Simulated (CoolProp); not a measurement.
Tetrahydrofuran at 436.28 K and 0.388 MPa is compressed adiabatically to 1.74 MPa with isentropic efficiency 0.7. Each further row changes one setting.

The numbers come from the reference Helmholtz-energy equation of state, Fiedler 2023 in CoolProp.

```csv
case,work (kJ/kg),final temperature (K),final density (kg/m³)
as stated,103,(withheld),35.3
efficiency 1,(withheld),492.2,37.2
efficiency 0.65,(withheld),(withheld),(withheld)
```

Task: Some entries are withheld; supply them.

Result: 
- as stated, final temperature (K): 507.4
- efficiency 1, work (kJ/kg): 72.0
- efficiency 0.65, work (kJ/kg): 111
- efficiency 0.65, final temperature (K): 511.3
- efficiency 0.65, final density (kg/m³): 34.8
